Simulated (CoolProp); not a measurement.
Properties of n-dodecane along the isobar 2060 kPa (Tc = 658.1 K, pc = 1818 kPa, ω = 0.574).

Model: reference Helmholtz-energy equation of state, Lemmon 2004, in CoolProp. It is a short technical equation, of lower accuracy than the large ones.

```tsv
T (K)	phase	Z	speed of sound (m/s)	conductivity (mW/(m K))
407.5	liquid	0.1554	910.9	112
430.4	liquid	0.1512	839.8	108
453.4	liquid	0.1477	770.2	104
476.4	liquid	0.1450	701.9	99.2
499.4	liquid	0.1431	634.5	94.9
522.3	liquid	0.1420	567.8	90.7
545.3	liquid	0.1419	500.8	86.5
568.3	liquid	0.1429	433.2	82.4
```

Thermal conductivity comes from a separate model (Huber 2004).
